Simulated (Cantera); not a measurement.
Input: 1 mol C₂H₆, 0.24 mol H₂O, 6 mol N₂, equilibrated at 13.3 mbar.

Equilibrium computed with Cantera from the NASA thermochemical tables; the gas is ideal and each condensed phase is pure. Candidate condensed phases: C, C₆H₆, C₇H₈, C₈H₁₈, H₂O; 136 gas species. Rates play no part.

log p: log10 of the partial pressure in bar; n: condensed amount in mol.

| T (°C) | log p N₂ | log p H₂ | log p CO | log p HCN | log p H | n C(graphite) |
|---|---|---|---|---|---|---|
| 800 | -2.07 | -2.34 | -3.47 | -7.02 | -9.02 | 1.76 |
| 900 | -2.07 | -2.34 | -3.47 | -6.47 | -8.10 | 1.76 |
| 1000 | -2.07 | -2.34 | -3.47 | -6.00 | -7.32 | 1.76 |
| 1100 | -2.07 | -2.34 | -3.47 | (withheld) | (withheld) | 1.76 |
| 1200 | -2.07 | -2.34 | -3.47 | -5.27 | -6.07 | 1.76 |
| 1300 | -2.07 | -2.34 | -3.47 | (withheld) | (withheld) | 1.75 |
| 1400 | -2.07 | -2.34 | -3.47 | -4.71 | -5.11 | 1.75 |
| 1500 | -2.07 | -2.34 | -3.47 | -4.48 | -4.72 | 1.73 |
| 1600 | -2.08 | -2.35 | -3.47 | -4.27 | -4.36 | 1.72 |

Question: Fill in the missing entries.

Answer: 
- 1100, log p HCN: -5.61
- 1100, log p H: -6.65
- 1300, log p HCN: -4.97
- 1300, log p H: -5.56
